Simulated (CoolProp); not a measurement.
The fluid at 335.88 K and 0.208 MPa (gas) is heated at constant pressure to 463.9 K. The same conditions are run with several fluids, on thermodynamics alone (safety and materials aside).

Values from CoolProp's reference Helmholtz-energy equation of state of each fluid (R114: Platzer 1990; propylene: Lemmon 2013; sulfur dioxide: Gao 2016; oxygen: Schmidt 1985; cyclopropane: Polt 1992). The equations of Platzer and Polt are older, rougher fits.

Q: Rank R114, propylene, sulfur dioxide, oxygen, cyclopropane by heat (kJ/kg), highest first.

A: propylene (246), cyclopropane (236), oxygen (121), R114 (102), sulfur dioxide (88.8)

| fluid | final density (kg/m³) |
|---|---|
| R114 | 9.36 |
| propylene | 2.29 |
| sulfur dioxide | 3.48 |
| oxygen | 1.73 |
| cyclopropane | 2.29 |

Above 300 K oxygen's equation is extrapolated.
